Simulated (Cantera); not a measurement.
Ignition delay

Mixture: 5.82 % CH4, 2.04 % H2, 17.0 % O2, 75.1 % N2, at 3600000 Pa, adiabatic and at constant volume. Ignition delay is the time to a rise of 400 K.

Detailed kinetics in Cantera: GRI-Mech 3.0 (53 species, 325 reactions). The pressure lies above the range GRI-Mech 3.0 was tuned for (to about 10 atm).

```csv
T0 (K),delay (ms)
1100,1.21
1200,0.266
1300,0.0843
1400,0.0356
1500,0.0177
1600,0.00952
1700,0.00535
```

| Property | Result |
|---|---|
| apparent activation energy between 1500 and 1700 K | 130 kJ/mol |
